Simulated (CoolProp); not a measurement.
Vapour-liquid equilibrium of acetone (1) + ethanol (2) at 0.0827 MPa; x and y are mole fractions of (1).

Model: multi-fluid Helmholtz-energy mixture model, Lemmon 2006 and Schroeder 2014; pair parameters Bell 2016, in CoolProp.

### Question
Give the bubble temperature and the first vapour's composition at x = 0.35, 0.5, 0.95. Is there an azeotrope?

### Answer
x = 0.35: 332.3 K, y = 0.612; x = 0.5: 329.4 K, y = 0.713; x = 0.95: 323.9 K, y = 0.966. No azeotrope shows between x = 0.05 and 0.95.

Pair parameters are fitted to limited data, so mixtures are less certain than the pure fluids.
